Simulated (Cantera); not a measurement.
## Gas-phase reforming

An isothermal, constant-pressure homogeneous reactor starts with CH4 : H2O : H2 = 4.6 : 1.5 : 1.4 (molar parts), at 1675 K and 1000000 Pa.

Cantera simulation using GRI-Mech 3.0 (53 species, 325 reactions); the numbers are that mechanism's predictions, not measurements. GRI-Mech 3.0 stops at C3 and has no aromatics, soot or wall deposition, so with more carbon than oxygen in the feed, carbon stays in small species such as C2H2 where larger ones or solid carbon would form.

```tsv
t (s)	x CH4	x H2O	x H2	x C2H6	x CH2	x O2
6.00e-6	0.613	0.200	0.187	0.000111	9.80e-9	<1e-12
2.14e-5	0.611	0.200	0.188	0.000689	1.49e-8	<1e-12
7.63e-5	0.605	0.200	0.192	0.00192	2.26e-8	<1e-12
0.000272	0.580	0.197	0.210	0.00236	2.56e-8	1.45e-12
0.000971	0.502	0.188	0.271	0.00168	2.28e-8	2.10e-12
0.00346	0.350	0.169	0.394	0.000810	1.97e-8	1.01e-12
0.0124	0.214	0.149	0.506	0.000462	1.84e-8	<1e-12
0.0441	0.191	0.132	0.536	0.000424	1.69e-8	<1e-12
0.157	0.187	0.0949	0.566	0.000388	1.34e-8	<1e-12
0.561	0.177	0.0424	0.613	0.000320	9.37e-9	<1e-12
2.00	0.165	0.00645	0.648	0.000263	7.25e-9	<1e-12
```
x: mole fraction; the columns are a selection and need not sum to one.

Equilibrium at this temperature and pressure: CH4 0.162, H2O 1.47e-5, H2 0.655, C2H6 0.000252, CH2 6.92e-9, O2 <1e-12 (gas phase only).
